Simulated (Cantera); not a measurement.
A Cantera script and its output.

```python
import numpy as np
import cantera as ct

gas = ct.Solution("h2o2.yaml")
gas.TPX = 1073, 2666, {'H2': 0.075, 'O2': 1}
reactor = ct.IdealGasConstPressureReactor(gas, energy="off", clone=False)
net = ct.ReactorNet([reactor])
net.rtol, net.atol = 1e-08, 1e-18
show = ['H2', 'O2', 'HO2', 'H', 'O', 'OH', 'H2O']
times = np.geomspace(0.0002, 90, 14)

steps = ct.SolutionArray(gas, extra=["t"])
rows = []
print(f"{'t/s':>10s}{'T/K':>9s}{'P/Pa':>11s}" + "".join(f"{s:>11s}" for s in show))
for t in times:
    while net.time < t:
        t_next = net.step()
        steps.append(gas.state, t=t_next)
    rows.append([np.interp(t, steps.t, y) for y in (steps.T, steps.P, *steps(*show).X.T)])
    print(f"{t:10.3e}{rows[-1][0]:9.1f}{rows[-1][1]:11.4g}" + "".join(f"{x:11.3e}" for x in rows[-1][2:]))
rate = np.gradient(steps.T, steps.t)
print("integrator steps:", len(steps.t))
if steps.T.max() > steps.T[0] + 200:
    print(f"time of steepest temperature rise: {steps.t[rate.argmax()]:.4e} s")
gas.TPX = 1073, 2666, {'H2': 0.075, 'O2': 1}
gas.equilibrate("TP")
print(f"equilibrium (TP): T = {gas.T:.1f} K  " + "  ".join(f"{s} {gas[s].X[0]:.3e}" for s in show))
```

Output:

```
       t/s      T/K       P/Pa         H2         O2        HO2          H          O         OH        H2O
 2.000e-04   1073.0       2666  6.977e-02  9.302e-01  1.670e-09  2.263e-09  2.748e-09  1.532e-09  3.447e-09
 5.444e-04   1073.0       2666  6.977e-02  9.302e-01  6.951e-09  8.272e-08  1.137e-07  5.996e-08  1.946e-07
 1.482e-03   1073.0       2666  6.618e-02  9.278e-01  8.237e-06  1.121e-03  1.465e-03  7.509e-04  2.653e-03
 4.033e-03   1073.0       2666  1.432e-03  9.022e-01  1.290e-05  8.513e-03  2.131e-02  2.565e-03  6.398e-02
 1.098e-02   1073.0       2666  3.769e-04  9.207e-01  9.246e-06  1.153e-03  6.074e-03  1.249e-03  7.039e-02
 2.988e-02   1073.0       2666  5.831e-05  9.265e-01  4.082e-06  6.947e-05  9.645e-04  4.774e-04  7.191e-02
 8.132e-02   1073.0       2666  7.757e-06  9.275e-01  1.167e-06  3.682e-06  1.361e-04  1.796e-04  7.218e-02
 2.213e-01   1073.0       2666  1.191e-06  9.277e-01  2.794e-07  2.552e-07  2.287e-05  7.416e-05  7.225e-02
 6.025e-01   1073.0       2666  2.343e-07  9.277e-01  7.059e-08  2.542e-08  4.910e-06  3.444e-05  7.227e-02
 1.640e+00   1073.0       2666  5.754e-08  9.277e-01  2.016e-08  3.398e-09  1.284e-06  1.760e-05  7.228e-02
 4.463e+00   1073.0       2666  1.649e-08  9.277e-01  6.598e-09  5.525e-10  3.830e-07  9.601e-06  7.228e-02
 1.215e+01   1073.0       2666  5.218e-09  9.277e-01  2.750e-09  1.018e-10  1.241e-07  5.460e-06  7.229e-02
 3.307e+01   1073.0       2666  1.770e-09  9.277e-01  1.894e-09  2.054e-11  4.267e-08  3.200e-06  7.229e-02
 9.000e+01   1073.0       2666  6.642e-10  9.277e-01  2.171e-09  4.779e-12  1.610e-08  1.965e-06  7.229e-02
integrator steps: 2139
equilibrium (TP): T = 1073.0 K  H2 3.079e-10  O2 9.277e-01  HO2 2.895e-09  H 1.515e-12  O 7.388e-09  OH 1.330e-06  H2O 7.229e-02
```

Computed with Cantera and the H2/O2 subset of GRI-Mech 3.0, which has no nitrogen chemistry. Radical loss at walls, strong at low pressure, is not modelled. The temperature is held fixed by assumption; the heat of reaction is taken as removed at once.
